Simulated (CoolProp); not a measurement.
Properties of dimethyl ether along the isobar 59.1 bar.

The numbers come from the reference Helmholtz-energy equation of state, Wu 2011 in CoolProp.

```csv
T (K),phase,cv (kJ/(kg K)),Joule-Thomson coefficient (K/MPa),isothermal compressibility (1/MPa),viscosity (µPa s),fugacity coefficient
263.7,liquid,1.497,-0.3084,0.001714,184,0.03580
275.3,liquid,1.510,-0.2790,0.001977,164,0.05323
286.8,liquid,1.525,-0.2446,0.002298,148,0.07574
298.4,liquid,1.542,-0.2031,0.002704,134,0.1043
309.9,liquid,1.562,-0.1532,0.003220,121,0.1389
321.5,liquid,1.584,-0.09073,0.003908,110,0.1802
333,liquid,1.608,-0.01174,0.004844,100,0.2277
344.6,liquid,1.636,0.09389,0.006208,90.6,0.2817
```

Viscosity comes from a separate model (Meng 2012).
